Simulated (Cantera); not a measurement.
# Stirred combustor or abatement burner

A perfectly stirred reactor is fed with 1.34 % CO, 0.950 % H2, 1.34 % CH4, 6.47 % O2, 77.7 % N2, 12.2 % H2O, at 52000 Pa; it is adiabatic with a 675 K inlet, and is followed from long to short residence time, starting on the burning branch (τ in s: 0.094, 0.039, 0.016, 0.0066, 0.0027, 0.0011, 0.00047, 0.00019, 7.9e-05, 3.3e-05).

Cantera simulation using GRI-Mech 3.0 (53 species, 325 reactions); the numbers are that mechanism's predictions, not measurements.

```tsv
τ (s)	T (K)	x CO	x H2	x CH4	x C2H4	x H	x CH3	x O
0.094	1153	0.00185	0.000350	0.000127	3.99e-7	1.96e-5	5.73e-6	2.43e-5
0.039	675	0.0134	0.00950	0.0134	<1e-12	<1e-12	<1e-12	<1e-12
0.016	675	0.0134	0.00950	0.0134	<1e-12	<1e-12	<1e-12	<1e-12
0.0066	675	0.0134	0.00950	0.0134	<1e-12	<1e-12	<1e-12	<1e-12
0.0027	675	0.0134	0.00950	0.0134	<1e-12	<1e-12	<1e-12	<1e-12
0.0011	675	0.0134	0.00950	0.0134	<1e-12	<1e-12	<1e-12	<1e-12
0.00047	675	0.0134	0.00950	0.0134	<1e-12	<1e-12	<1e-12	<1e-12
0.00019	675	0.0134	0.00950	0.0134	<1e-12	<1e-12	<1e-12	<1e-12
7.9e-5	675	0.0134	0.00950	0.0134	<1e-12	<1e-12	<1e-12	<1e-12
3.3e-5	675	0.0134	0.00950	0.0134	<1e-12	<1e-12	<1e-12	<1e-12
```
x: mole fraction; the columns are a selection and need not sum to one.
